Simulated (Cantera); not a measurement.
A perfectly stirred reactor is fed with NO : N2 = 1 : 4.6 (molar parts), at 1800 Pa; it is held at 2050 K, and followed from long to short residence time.

Model: GRI-Mech 3.0 (53 species, 325 reactions), integrated in Cantera. Radical loss at walls, strong at low pressure, is not modelled.

Question: What does this change do: 0.1 parts H2O added?

Answer: 
| quantity | before | after |
|---|---|---|
| x(NO) at τ = 5.80 s | 0.116 | 0.1000 |
| x(N2) at τ = 5.80 s | 0.852 | 0.843 |
| x(N2O) at τ = 5.80 s | 4.49e-6 | 1.56e-6 |
| x(NO2) at τ = 5.80 s | 9.36e-6 | 9.02e-6 |
| x(O) at τ = 5.80 s | 0.00133 | 0.00137 |
| x(NO) at τ = 85.0 ms | 0.178 | 0.175 |
| x(N2) at τ = 85.0 ms | 0.822 | 0.807 |
| x(N2O) at τ = 85.0 ms | 1.25e-5 | 8.37e-6 |
| x(NO2) at τ = 85.0 ms | 1.32e-6 | 6.21e-6 |
| x(O) at τ = 85.0 ms | 0.000132 | 3.49e-5 |

Question: What does this change do: NO 1 to 3.5 parts?

Answer: 
```json
[
 {"quantity": "x(NO) at τ = 5.80 s", "before": "0.116", "after": "0.220"},
 {"quantity": "x(N2) at τ = 5.80 s", "before": "0.852", "after": "0.673"},
 {"quantity": "x(N2O) at τ = 5.80 s", "before": "4.49e-6", "after": "1.28e-5"},
 {"quantity": "x(NO2) at τ = 5.80 s", "before": "9.36e-6", "after": "3.26e-5"},
 {"quantity": "x(O) at τ = 5.80 s", "before": "0.00133", "after": "0.00243"},
 {"quantity": "x(NO) at τ = 85.0 ms", "before": "0.178", "after": "0.430"},
 {"quantity": "x(N2) at τ = 85.0 ms", "before": "0.822", "after": "0.569"},
 {"quantity": "x(N2O) at τ = 85.0 ms", "before": "1.25e-5", "after": "6.59e-5"},
 {"quantity": "x(NO2) at τ = 85.0 ms", "before": "1.32e-6", "after": "9.34e-6"},
 {"quantity": "x(O) at τ = 85.0 ms", "before": "0.000132", "after": "0.000490"}
]
```

Question: What does this change do: temperature 2050 to 1575 K?

Answer: 
| quantity | before | after |
|---|---|---|
| x(NO) at τ = 5.80 s | 0.116 | 0.178 |
| x(N2) at τ = 5.80 s | 0.852 | 0.822 |
| x(N2O) at τ = 5.80 s | 4.49e-6 | 9.38e-6 |
| x(NO2) at τ = 5.80 s | 9.36e-6 | 6.24e-6 |
| x(O) at τ = 5.80 s | 0.00133 | 3.35e-6 |
| x(NO) at τ = 85.0 ms | 0.178 | 0.179 |
| x(N2) at τ = 85.0 ms | 0.822 | 0.821 |
| x(N2O) at τ = 85.0 ms | 1.25e-5 | 1.02e-6 |
| x(NO2) at τ = 85.0 ms | 1.32e-6 | 4.88e-7 |
| x(O) at τ = 85.0 ms | 0.000132 | 7.10e-7 |
